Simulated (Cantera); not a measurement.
Charge: 1 mol Ca(OH)2, 0.46 mol C, 0.89 mol O2, equilibrated at 598.15 K and 13.3 mbar.

These are equilibrium values from Cantera (NASA tables, ideal gas, pure condensed phases), not measurements of a reactor. Candidate condensed phases: C, C6H6, C7H8, C8H18, Ca, CaCO3, CaO, Ca(OH)2, H2O; 115 gas species. Kinetics and transport are ignored.

Base state: H2O 0.517, O2 0.483 (mole fractions); condensed: CaCO3(calcite) + Ca(OH)2(s).

What changes in the equilibrium state with this change: temperature from 598.15 K to 1050 K?


```
species               before  after
-------------------  -------  -----
H2O                    0.517  0.529
CO2                  3.66e-6  0.243
O2                     0.483  0.228
CaCO3(calcite), mol    0.460      0
Ca(OH)2(s), mol        0.540      0
CaO(s), mol                0   1.00
```

What changes in the equilibrium state with this change: temperature from 598.15 K to 2098 K?


```tsv
species	before	after
H2O	0.517	0.502
CO2	3.66e-6	0.227
O2	0.483	0.224
OH	<1e-9	0.0217
CO	<1e-9	0.0120
Ca(OH)2	<1e-9	0.000106
O	<1e-9	0.00562
H2	<1e-9	0.00537
H	<1e-9	0.00195
CaCO3(calcite), mol	0.460	0
Ca(OH)2(s), mol	0.540	0
CaO(s), mol	0	1.000
```

What changes in the equilibrium state with this change: temperature from 598.15 K to 1373.15 K?


```tsv
species	before	after
H2O	0.517	0.529
CO2	3.66e-6	0.243
O2	0.483	0.227
OH	<1e-9	0.000162
CaCO3(calcite), mol	0.460	0
Ca(OH)2(s), mol	0.540	0
CaO(s), mol	0	1.00
```
